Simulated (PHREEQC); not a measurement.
Solution (25 °C): 0.078 mol CuCl2 and 0.0051 mol HBF4 per kg of water. Closed to the air; pH follows from the charge balance.

Equilibrium calculation in PHREEQC: ion-association model, wateq4f.dat.

This is a speciation only: nothing precipitates in the calculation.

Problem. What pH does the model give?

Solution. pH 2.38.

Problem. In which forms is Cu present?

Solution. Cu+2 88 %, CuCl+ 11 % of the Cu.

Real BF4- forms and hydrolyses slowly; the run takes it at equilibrium.
